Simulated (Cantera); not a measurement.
Cantera run, input and output.

```python
import numpy as np
import cantera as ct

gas = ct.Solution("gri30.yaml")


def delay(T, t_max=10):
    gas.TPX = T, 500000, {'H2': 1, 'O2': 0.385, 'N2': 2.5, 'CO2': 0.027}
    reactor = ct.IdealGasReactor(gas, clone=False)
    net = ct.ReactorNet([reactor])
    net.rtol, net.atol = 1e-8, 1e-16
    while net.time < t_max:
        t_old, T_old = net.time, reactor.T
        net.step()
        if reactor.T > T + 400:  # ignition: a rise of 400 K
            return t_old + (T + 400 - T_old) / (reactor.T - T_old) * (net.time - t_old)
    return np.nan


taus = []
for T in [1050, 1150, 1250, 1350, 1450, 1550, 1650, 1750]:
    taus.append(delay(T))
    print(f"T0 = {T:6g} K   tau = {taus[-1]:.4e} s")
```

Output:

```
T0 =   1050 K   tau = 2.9181e-03 s
T0 =   1150 K   tau = 5.9600e-05 s
T0 =   1250 K   tau = 1.3165e-05 s
T0 =   1350 K   tau = 7.0435e-06 s
T0 =   1450 K   tau = 4.6238e-06 s
T0 =   1550 K   tau = 3.3786e-06 s
T0 =   1650 K   tau = 2.6682e-06 s
T0 =   1750 K   tau = 2.2517e-06 s
```

Model: GRI-Mech 3.0 (53 species, 325 reactions), integrated in Cantera. The hydrogen kinetics of GRI-Mech 3.0 are dated; newer H2 mechanisms differ, most at raised pressure. Where the delays flatten at high temperature, the 400 K rule measures the pace of heat release, not the induction time.
